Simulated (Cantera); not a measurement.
A perfectly stirred reactor is fed with 0.978 % H2, 97.8 % O2, 1.27 % H2O, equivalence ratio 0.0050, at 0.0230 bar; it is held at 1450 K, and followed from long to short residence time.

Computed with Cantera and the H2/O2 subset of GRI-Mech 3.0, which has no nitrogen chemistry. Radical loss at walls, strong at low pressure, is not modelled.

Task: Predict: x(H2) at τ = 25.0 s; x(O2) at τ = 25.0 s; x(H) at τ = 25.0 s; x(HO2) at τ = 25.0 s; x(H2O2) at τ = 25.0 s; x(H2) at τ = 72.0 ms; x(O2) at τ = 72.0 ms; x(H) at τ = 72.0 ms; x(HO2) at τ = 72.0 ms; x(H2O2) at τ = 72.0 ms.

Result: 
| Property | Value |
|---|---|
| x(H2) at τ = 25.0 s | 3.44e-6 |
| x(O2) at τ = 25.0 s | 0.977 |
| x(H) at τ = 25.0 s | 1.45e-6 |
| x(HO2) at τ = 25.0 s | 8.76e-8 |
| x(H2O2) at τ = 25.0 s | 3.28e-9 |
| x(H2) at τ = 72.0 ms | 0.000103 |
| x(O2) at τ = 72.0 ms | 0.971 |
| x(H) at τ = 72.0 ms | 0.000186 |
| x(HO2) at τ = 72.0 ms | 6.95e-7 |
| x(H2O2) at τ = 72.0 ms | 2.02e-8 |
